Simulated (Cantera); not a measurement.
Charge: 1 mol Ti(OiPr)4, a varied amount of O2, 52 mol H2, held at 2600 Pa.

These are equilibrium values from Cantera (NASA tables, ideal gas, pure condensed phases), not measurements of a reactor. Candidate condensed phases: C, C6H6, C7H8, C8H18, H2O, Ti, TiC, TiO, TiO2, Ti2O3, Ti3O5, Ti4O7; 113 gas species. The feed counts by its element totals alone. Mutual solubility and eutectic melting of coexisting phases are not modelled. TiC: taken at fixed stoichiometry. Condensed phases not in the tables: Magnéli phases beyond Ti4O7. Kinetics and transport are ignored.

Stable condensed phases, one row left out:

```
T in K \ n(O2) in mol
         0.83  1.9    3  4.1  5.2  6.3  7.4  8.4  9.5   11
   1750     A    A    A    B    C    D    D    E    E    E
   1700     A    A    A    B    C    D    E    E    E    E
   1650     A    A    A    B    C    D    E    E    E    E
   1600     A    A    A    B    F    E    E    E    E    E
   1550     A    A    A    B    D    E    E    E    E    E
   1500     A    A    A    B    D    E    E    E    E    E
   1450     A    A    A    B    D    E    E    E    E    E
   1400     A    A    A    B    G    E    E    E    E    E
   1350     A    A    A    B    E    E    E    E    E    E
   1300     A    A    A    B    E    E    E    E    E    E
   1250     A    A    A    H    E    E    E    E    E    E
   1150     I    J    J    J    E    E    E    E    E    E
   1100     J    J    J    K    E    E    E    E    E    E
```

A: C + TiC; B: TiC + Ti2O3; C: Ti3O5; D: Ti4O7; E: TiO2; F: Ti3O5 + Ti4O7; G: TiO2 + Ti4O7; H: TiC + Ti3O5; I: C + Ti3O5; J: C + Ti4O7; K: C + TiO2 + Ti4O7.

Task: Give the row for 1200 K.

Result: 0.83: C + Ti3O5; 1.9: C + Ti3O5; 3: C + Ti3O5; 4.1: C + Ti3O5; 5.2: TiO2; 6.3: TiO2; 7.4: TiO2; 8.4: TiO2; 9.5: TiO2; 11: TiO2.
